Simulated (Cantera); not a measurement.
# Equilibrium for hydrogen reduction and annealing atmospheres: Nb2O5 + H2 + H2O

Charge: 1 mol Nb2O5, 0.4 mol H2, 9.4 mol H2O, at 1727 °C and 0.133 bar.

Method: chemical equilibrium by Gibbs-energy minimisation in Cantera with the NASA 1993 tables (ideal gas, pure condensed phases). Candidate condensed phases: H2O, Nb, NbO, NbO2, Nb2O5; 12 gas species. Condensed phases not in the tables: the oxides between NbO2 and Nb2O5. Rates play no part.

The x(H2O) comes out as 0.955 and the x(H2) is 0.0420. The x(OH) is 0.00207. The x(H) is 0.000913 and the x(O2) is 0.000323. The x(O) comes out as 3.29e-5 and the x(NbO2) is 2.87e-6. The n(Nb2O5(l)) comes out as 1.000 mol and the gas amount is 9.818 mol. The log10 activity of NbO2(s) (absent) comes out as -1.04 and the log10 activity of Nb(s) (absent) is -8.49.
